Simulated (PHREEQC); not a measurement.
A solution holds 17 mmol/kgw Cu(BF4)2, at 25 °C. Closed to the air; pH follows from the charge balance.

The numbers come from PHREEQC with the ion-association model, wateq4f.dat.

```tsv
quantity	before	after
pH	2.80	7.67
ionic strength (mol/kgw)	0.0521	0.0170
HF (mol/kgw)	0.00516	4.77e-7
F- (mol/kgw)	0.00273	0.0170
HF2- (mol/kgw)	5.47e-5	3.12e-8
```

### Question
What was changed between the two runs?
A. temperature from 25 to 20 °C
B. Cu(BF4)2 replaced by (CH3)4NF at the same molality
C. Cu(BF4)2 from 0.017 to 0.034 mol/kgw
D. temperature from 25 to 90 °C
E. diluted 100-fold with water

### Answer
B, Cu(BF4)2 replaced by (CH3)4NF at the same molality

Precipitation was switched off in this run. Real BF4- forms and hydrolyses slowly; the run takes it at equilibrium.
